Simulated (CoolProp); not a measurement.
Properties of 1,2-dichloroethane at several states.

Computed with CoolProp (reference Helmholtz-energy equation of state, Thol 2015).

| T (K) | p (MPa) | phase | Z | cp (kJ/(kg K)) | isothermal compressibility (1/MPa) | expansivity (1/kK) | fugacity coefficient |
|---|---|---|---|---|---|---|---|
| 459.7 | 0.219 | gas | 0.9715 | 1.010 | 4.704 | 2.386 | 0.9722 |
| 316 | 12.9 | liquid | 0.3940 | 1.303 | 0.0008229 | 1.125 | 0.002657 |
| 378.1 | 11.6 | liquid | 0.3199 | 1.368 | 0.001386 | 1.341 | 0.02149 |
